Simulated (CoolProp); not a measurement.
Hydrogen chloride at several states: Z from the reference equation and from simpler models built on Tc = 324.7 K, pc = 83.14 bar, ω = 0.130; each cubic takes its own stable root.

Computed with CoolProp (reference Helmholtz-energy equation of state, Thol 2018).

```tsv
T (K)	p (bar)	phase	reference	Pitzer virial	van der Waals	Redlich-Kwong
404.1	12.2	gas	0.9720	0.9758	0.9743	0.9737
362.7	102	supercritical	0.6236	0.7073	0.6109	0.6292
527.4	2.35	gas	0.9978	0.9983	0.9977	0.9979
293.7	0.357	gas	0.9978	0.9980	0.9984	0.9980
```
